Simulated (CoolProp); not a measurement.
Vapour-liquid equilibrium of ethylbenzene (1) + n-nonane (2) at 0.0159 bar; x and y are mole fractions of (1).

Computed with CoolProp (multi-fluid Helmholtz-energy mixture model, Zhou 2012 and Lemmon 2006; pair parameters Bell 2016).

```csv
x,bubble temperature (°C),y at the bubble point,dew temperature at overall composition x (°C),liquid density (mol/L)
0.05,40.7,0.123,41.5,5.559
0.2,37.1,0.392,39.7,5.865
0.35,34.4,0.566,37.7,6.196
0.5,32.5,0.687,35.5,6.559
0.65,31.1,0.783,33.1,6.959
0.8,30.0,0.870,30.9,7.407
0.95,29.1,0.964,29.2,7.910
```

No azeotrope shows between x = 0.05 and 0.95.

The pair parameters rest on a limited set of measurements; away from them the model extrapolates.
